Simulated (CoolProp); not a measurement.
Model: reference Helmholtz-energy equation of state, Guder 2009, in CoolProp.

Question: For sulfur hexafluoride, give the phase and the cp (kJ/(kg K)), Joule-Thomson coefficient (K/MPa), viscosity (µPa s) at 312.15 °C and 0.318 MPa.

Answer: 
- 312.15 °C and 0.318 MPa: gas; cp 0.927, Joule-Thomson coefficient 1.65, viscosity 27.1

Viscosity comes from a separate model (Quiñones-Cisneros 2012).
